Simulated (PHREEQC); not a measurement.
Consider water at 25 °C with 3.2 mol LiCl and 0.066 mol BaCl2 per kg of water. Closed to the air; pH follows from the charge balance.

The numbers come from PHREEQC with the Pitzer model, pitzer.dat.

- ionic strength: 3.40 mol/kgw
- activity of water: 0.854
- density: 1.077 g/cm³
- osmotic coefficient: 1.326

| species | molality | activity | log γ |
|---|---|---|---|
| Cl- | 3.33 | 1.91 | -0.243 |
| Li+ | 3.20 | 8.66 | 0.433 |
| Ba+2 | 0.0660 | 0.0492 | -0.128 |
| OH- | 1.39e-7 | 1.99e-8 | -0.845 |
| H+ | 1.39e-7 | 4.35e-7 | 0.496 |

No solid was allowed to form.
